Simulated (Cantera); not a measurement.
# Reactions in the system F-Pb-S

Cantera with NASA thermochemical tables; ideal gases at 1 bar, condensed phases pure. Values are per mole of reaction as written; species without (g) are pure solids or liquids, kept so even where they would boil at 1 bar.

S + PbF2 → PbS(g) + F2(g)

| T (K) | ΔH° (kJ) | ΔS° (J/K) | ΔG° (kJ) | log10 K | condensed phases |
|---|---|---|---|---|---|
| 300 | 808.7 | 309.0 | 716.0 | -124.67 | S(s), PbF2(s) |
| 723 | 781.3 | 255.8 | 596.3 | -43.08 | S(l), PbF2(s) |
| 798 | 775.2 | 247.9 | 577.4 | -37.80 | S(l), PbF2(s) |
| 873 | 770.7 | 242.4 | 559.1 | -33.45 | S(l), PbF2(s) |
| 948 | 766.9 | 238.2 | 541.1 | -29.81 | S(l), PbF2(s) |
| 1023 | 763.3 | 234.5 | 523.3 | -26.72 | S(l), PbF2(s) |

SF6(g) + Pb → 6 F(g) + PbS

```csv
T (K),ΔH° (kJ),ΔS° (J/K),ΔG° (kJ),log10 K,condensed phases
300,1598.6,687.9,1392.3,-242.41,"Pb(s), PbS(s)"
723,1606.1,708.7,1093.7,-79.01,"Pb(l), PbS(s)"
798,1606.8,709.7,1040.5,-68.10,"Pb(l), PbS(s)"
873,1607.4,710.4,987.2,-59.07,"Pb(l), PbS(s)"
948,1607.8,710.9,933.9,-51.46,"Pb(l), PbS(s)"
1023,1608.2,711.3,880.6,-44.96,"Pb(l), PbS(s)"
```
